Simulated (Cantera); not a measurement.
Mixture: CH3OH : O2 : N2 = 1 : 2.05 : 7.73 (molar parts), equivalence ratio 0.73, at 0.474 atm, adiabatic and at constant volume. Ignition delay is the time to a rise of 400 K.

Detailed kinetics in Cantera: GRI-Mech 3.0 (53 species, 325 reactions). GRI-Mech 3.0 was tuned for natural gas; its chemistry of methanol as a main component is partial and can be far from experiment.

Predict: delay at 1175 K; delay at 1250 K; delay at 1325 K; delay at 1400 K; delay at 1475 K; delay at 1550 K; delay at 1625 K; apparent activation energy between 1475 and 1625 K.


| Item | Result |
|---|---|
| delay at 1175 K | 29.5 ms |
| delay at 1250 K | 8.86 ms |
| delay at 1325 K | 3.11 ms |
| delay at 1400 K | 1.25 ms |
| delay at 1475 K | 0.567 ms |
| delay at 1550 K | 0.285 ms |
| delay at 1625 K | 0.155 ms |
| apparent activation energy between 1475 and 1625 K | 170 kJ/mol |
